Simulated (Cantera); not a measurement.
Charge: 1 mol SiC, 0.031 mol H₂O, 74 mol H₂, 0.036 mol O₂, held at 2148.15 K and 7.50 Torr.

These are equilibrium values from Cantera (NASA tables, ideal gas, pure condensed phases), not measurements of a reactor. Candidate condensed phases: C, C₆H₆, C₇H₈, C₈H₁₈, H₂O, Si, SiC, SiO₂; 123 gas species. Gases not in the tables: Si₂H₆ and higher silanes. Equilibrium is a limit: real reactors are often held back by kinetics, nucleation or transport.

Base state: H₂ 0.954, H 0.0407, Si 0.00287, CO 0.00132, C₂H₂ (acetylene) 0.000894, Si₂C 0.000141, SiH 0.000138, SiC₂ 0.000110 (mole fractions); condensed: SiC(s).

Problem. What changes in the equilibrium state with this change: temperature from 2148.15 K to 1548 K?

Solution. 
```tsv
species	before	after
H₂	0.954	0.998
CO	0.00132	0.000695
SiO	3.46e-5	0.000694
H	0.0407	0.000308
Si	0.00287	5.69e-7
Si₂C	0.000141	1.25e-9
SiC₂	0.000110	<1e-9
C₂H₂ (acetylene)	0.000894	3.73e-8
SiH	0.000138	1.51e-7
SiH₂	2.89e-5	4.87e-7
SiC(s), mol	0.736	0.948
```

Problem. What changes in the equilibrium state with this change: temperature from 2148.15 K to 1575 K?

Solution. 
```csv
species,before,after
H₂,0.954,0.998
CO,0.00132,0.000695
SiO,3.46e-5,0.000694
H,0.0407,0.000415
Si,0.00287,1.08e-6
SiC₂,0.000110,<1e-9
Si₂C,0.000141,2.87e-9
"SiC(s), mol",0.736,0.948
```
